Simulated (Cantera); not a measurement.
A closed system holds: 1 mol Al₂O₃, 8.3 mol N₂, equilibrated at 1900 °C and 1 atm.

Cantera equilibrium calculation (NASA polynomials, part measured and part estimated; ideal gas, pure solids and liquids). Candidate condensed phases: Al, AlN, Al₂O₃; 16 gas species. Rates play no part.

Q: What is the equilibrium state?

A: 
```json
{
 "x(N₂)": "1.000",
 "n(Al₂O₃(s))": "1.000 mol",
 "gas_amount": "8.300 mol",
 "log10 activity of Al(l) (absent)": "-4.79"
}
```
